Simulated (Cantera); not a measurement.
An isothermal, constant-pressure homogeneous reactor starts with NO : N₂ = 1 : 14 (molar parts), at 2075 K and 100.0 Torr. Integrator tolerance rtol = 1e-08.

Model: GRI-Mech 3.0 (53 species, 325 reactions), integrated in Cantera.

Problem. What does this change do: temperature 2075 to 1825 K?

Solution. 
```
quantity                                             before                                    after
----------------  -----------------------------------------  ---------------------------------------
x(NO) at 20.0 s     0.00419 (gas-phase equilibrium 0.00399)   0.0562 (gas-phase equilibrium 0.00197)
x(N₂O) at 20.0 s    9.07e-8 (gas-phase equilibrium 9.02e-8)  1.29e-6 (gas-phase equilibrium 4.56e-8)
x(O) at 20.0 s    0.000565 (gas-phase equilibrium 0.000566)  3.31e-5 (gas-phase equilibrium 7.61e-5)
x(N₂) at 20.0 s         0.964 (gas-phase equilibrium 0.964)      0.939 (gas-phase equilibrium 0.966)
x(NO₂) at 20.0 s    8.96e-7 (gas-phase equilibrium 8.55e-7)  8.07e-6 (gas-phase equilibrium 6.71e-7)
```

Problem. What does this change do: temperature 2075 to 1950 K?

Solution. 
| quantity | before | after |
|---|---|---|
| x(NO) at 20.0 s | 0.00419 (gas-phase equilibrium 0.00399) | 0.0255 (gas-phase equilibrium 0.00288) |
| x(N₂O) at 20.0 s | 9.07e-8 (gas-phase equilibrium 9.02e-8) | 3.21e-7 (gas-phase equilibrium 6.56e-8) |
| x(O) at 20.0 s | 0.000565 (gas-phase equilibrium 0.000566) | 0.000180 (gas-phase equilibrium 0.000222) |
| x(N₂) at 20.0 s | 0.964 (gas-phase equilibrium 0.964) | 0.954 (gas-phase equilibrium 0.965) |
| x(NO₂) at 20.0 s | 8.96e-7 (gas-phase equilibrium 8.55e-7) | 5.49e-6 (gas-phase equilibrium 7.66e-7) |

Problem. What does this change do: pressure from 100.0 Torr to 55.5 Torr?

Solution. 
```tsv
quantity	before	after
x(NO) at 20.0 s	0.00419 (gas-phase equilibrium 0.00399)	0.00502 (gas-phase equilibrium 0.00398)
x(N₂O) at 20.0 s	9.07e-8 (gas-phase equilibrium 9.02e-8)	7.03e-8 (gas-phase equilibrium 6.71e-8)
x(O) at 20.0 s	0.000565 (gas-phase equilibrium 0.000566)	0.000752 (gas-phase equilibrium 0.000758)
x(N₂) at 20.0 s	0.964 (gas-phase equilibrium 0.964)	0.964 (gas-phase equilibrium 0.964)
x(NO₂) at 20.0 s	8.96e-7 (gas-phase equilibrium 8.55e-7)	7.94e-7 (gas-phase equilibrium 6.35e-7)
```
